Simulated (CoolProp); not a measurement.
Vapour-liquid equilibrium of CHF3 (R23) (1) + R134a (2) at 252 K; x and y are mole fractions of (1).

Computed with CoolProp (multi-fluid Helmholtz-energy mixture model, Penoncello 2003 and Tillner-Roth 1994; pair parameters Bell 2016).

Task: Give the bubble pressure and the first vapour's composition at x = 0.05, 0.275, 0.725. Is there an azeotrope?

Result: x = 0.05: 177.7 kPa, y = 0.311; x = 0.275: 415.3 kPa, y = 0.754; x = 0.725: 954.8 kPa, y = 0.950. No azeotrope shows between x = 0.05 and 0.95.

The pair parameters rest on a limited set of measurements; away from them the model extrapolates.
